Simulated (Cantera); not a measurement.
Input: 1 mol SiH4, 0.03 mol C3H8, 9.5 mol H2, held at 75.0 Torr.

These are equilibrium values from Cantera (NASA tables, ideal gas, pure condensed phases), not measurements of a reactor. Candidate condensed phases: C, C6H6, C7H8, C8H18, Si, SiC; 87 gas species. Mutual solubility and eutectic melting of coexisting phases are not modelled. Gases not in the tables: Si2H6 and higher silanes. The numbers say what is thermodynamically allowed, not how fast it happens. All values below are at 1727 °C.

Base state: H2 0.994, H 0.00513, Si 0.000435, SiH2 0.000106, SiH 9.31e-5, Si2C 1.19e-5 (mole fractions); condensed: Si(l) + SiC(s).

What changes in the equilibrium state with this change: 1.7 mol Cl2 added?


| species | before | after |
|---|---|---|
| H2 | 0.994 | 0.798 |
| HCl | 0 | 0.138 |
| SiCl2 | 0 | 0.0568 |
| SiCl3 | 0 | 0.000636 |
| SiCl | 0 | 0.000630 |
| Cl | 0 | 0.000590 |
| SiHCl3 | 0 | 1.85e-5 |
| SiH2 | 0.000106 | 8.48e-5 |
| Si(l), mol | 0.902 | 0.125 |
| SiC(s), mol | 0.0898 | 0.0898 |
The tables' values for SiCl3, SiCl are old estimates; treat these amounts as uncertain.
